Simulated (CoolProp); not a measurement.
Vapour-liquid equilibrium of nitrogen (1) + oxygen (2) at 13.6 bar; x and y are mole fractions of (1).

Values from CoolProp's multi-fluid Helmholtz-energy mixture model, Span 2000 and Schmidt 1985; pair parameters Gernert 2013.

Task: Give the bubble temperature and the first vapour's composition at x = 0.05, 0.275, 0.95. Is there an azeotrope?

Result: x = 0.05: -149.3 °C, y = 0.098; x = 0.275: -154.1 °C, y = 0.432; x = 0.95: -163.8 °C, y = 0.973. No azeotrope shows between x = 0.05 and 0.95.

Pair parameters are fitted to limited data, so mixtures are less certain than the pure fluids.
